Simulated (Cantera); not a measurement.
Equilibrium for calcination and drying: Mg(OH)2 + H2 + CO2 + H2O

Charge: 1 mol Mg(OH)2, 7 mol H2, 0.035 mol CO2, 0.17 mol H2O, at 75.0 Torr.

Equilibrium computed with Cantera from the NASA thermochemical tables; the gas is ideal and each condensed phase is pure. Candidate condensed phases: C, C6H6, C7H8, C8H18, H2O, Mg, MgCO3, MgO, Mg(OH)2; 116 gas species. Kinetics and transport are ignored.

From 552 °C to 1552 °C the condensed part is MgO(s).

```tsv
T (°C)	log p H2	log p H2O	log p CO	log p H	log p CO2	log p CH4	log p Mg	log p OH	n MgO(s)
552	-1.07	-1.83	-3.69	-11.64	-3.90	-4.01	<-13	<-13	1.00
652	-1.07	-1.84	-3.50	-10.12	-3.96	-5.35	<-13	<-13	1.00
752	-1.07	-1.84	-3.46	-8.90	-4.11	-6.54	<-13	-12.23	1.00
852	-1.07	-1.83	-3.43	-7.89	-4.24	-7.54	<-13	-10.93	1.00
952	-1.07	-1.83	-3.42	-7.04	-4.35	-8.38	-12.04	-9.85	1.00
1052	-1.07	-1.83	-3.41	-6.32	-4.44	-9.10	-10.47	-8.92	1.00
1152	-1.07	-1.83	-3.40	-5.70	-4.52	-9.72	-9.12	-8.12	1.00
1252	-1.07	-1.83	-3.40	-5.16	-4.59	-10.26	-7.96	-7.43	1.000
1352	-1.07	-1.83	-3.39	-4.69	-4.65	-10.73	-6.94	-6.83	1.000
1452	-1.07	-1.83	-3.39	-4.27	-4.70	-11.15	-6.05	-6.29	1.000
1552	-1.07	-1.83	-3.39	-3.89	-4.74	-11.52	-5.25	-5.81	1.000
```
log p: log10 of the partial pressure in bar; n: condensed amount in mol.
